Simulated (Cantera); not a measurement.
Input (Python, Cantera) and output of one run.

```python
import numpy as np
import cantera as ct

gas_names = """
    Br Br2 H HBr H2 N NH NH2 NH3 N2 N2H2 N2H4 Si SiBr SiBr2 SiBr3 SiBr4 SiH SiHBr3 SiH2 SiH2Br2 SiH3
    SiH3Br SiH4 SiN Si2 Si2N Si3
""".split()
cond_names = """
    Br2(cr) Br2(L) Si(cr) Si(L) Si3N4(a)
""".split()


# ... load() reads the species with a 1 bar reference pressure and builds the phases ...
atoms = {
    'Si': {'Si': 1},
    'HBr': {'H': 1, 'Br': 1},
    'N2': {'N': 2},
}
top_T = {'Si3N4(a)': 2400}  # K; cautious upper limits of use, not melting points


# ... equilibrate(T, P, feed) seeds the gas with the atoms and calls Mixture.equilibrate('TP', solver="vcs", rtol=1e-11, max_steps=5000) ...
results = []
T = 898  # K
P = 1000  # Pa
for m in [0.41, 0.88, 1.9, 4.1, 8.7, 19, 40]:
    feed = {'Si': 1, 'HBr': 11, 'N2': m}  # mol
    mix = equilibrate(T, P, feed)
    results.append((T, P, feed, dict(zip(mix.species_names, mix.species_moles))))
    x = sorted(zip(gas.X, gas.species_names), reverse=True)
    print(f"T = {T:g} K  P = {P:g} Pa  n(N2) = {m:g} mol  gas = {mix.phase_moles(0):.4g} mol")
    print("   x: " + "  ".join(f"{s} {v:.3e}" for v, s in x if v > 1e-06))
    print("   condensed (mol): " + ("  ".join(f"{mix.phase(i).name} {mix.phase_moles(i):.4g}"
          for i in range(1, mix.n_phases) if mix.phase_moles(i) > 1e-12) or "none"))
```

It prints:

```
T = 898 K  P = 1000 Pa  n(N2) = 0.41 mol  gas = 10.41 mol
   x: HBr 6.725e-01  H2 1.921e-01  SiBr4 9.601e-02  N2 3.938e-02  SiHBr3 4.318e-05  Br 7.421e-06  SiBr3 6.471e-06
   condensed (mol): none
T = 898 K  P = 1000 Pa  n(N2) = 0.88 mol  gas = 10.88 mol
   x: HBr 6.434e-01  H2 1.838e-01  SiBr4 9.186e-02  N2 8.088e-02  SiHBr3 4.131e-05  Br 7.259e-06  SiBr3 6.329e-06
   condensed (mol): none
T = 898 K  P = 1000 Pa  n(N2) = 1.9 mol  gas = 11.9 mol
   x: HBr 5.883e-01  H2 1.680e-01  N2 1.597e-01  SiBr4 8.399e-02  SiHBr3 3.777e-05  Br 6.941e-06  SiBr3 6.052e-06
   condensed (mol): none
T = 898 K  P = 1000 Pa  n(N2) = 4.1 mol  gas = 14.13 mol
   x: HBr 5.240e-01  N2 2.853e-01  H2 1.271e-01  SiBr4 6.354e-02  SiHBr3 2.427e-05  Br 7.109e-06  SiBr3 4.470e-06
   condensed (mol): Si3N4(a) 0.03385
T = 898 K  P = 1000 Pa  n(N2) = 8.7 mol  gas = 18.77 mol
   x: N2 4.562e-01  HBr 4.171e-01  H2 8.448e-02  SiBr4 4.223e-02  SiHBr3 1.347e-05  Br 6.941e-06  SiBr3 3.043e-06
   condensed (mol): Si3N4(a) 0.06903
T = 898 K  P = 1000 Pa  n(N2) = 19 mol  gas = 29.11 mol
   x: N2 6.455e-01  HBr 2.842e-01  H2 4.688e-02  SiBr4 2.343e-02  Br 6.347e-06  SiHBr3 6.087e-06  SiBr3 1.847e-06
   condensed (mol): Si3N4(a) 0.1059
T = 898 K  P = 1000 Pa  n(N2) = 40 mol  gas = 50.14 mol
   x: N2 7.922e-01  HBr 1.731e-01  H2 2.313e-02  SiBr4 1.156e-02  Br 5.505e-06  SiHBr3 2.433e-06  SiBr3 1.051e-06
   condensed (mol): Si3N4(a) 0.14
```

These are equilibrium values from Cantera (NASA tables, ideal gas, pure condensed phases), not measurements of a reactor. N2 is the only nitrogen source here; it is nearly inert below about 1500 K, so the nitride shown seldom forms there in practice.
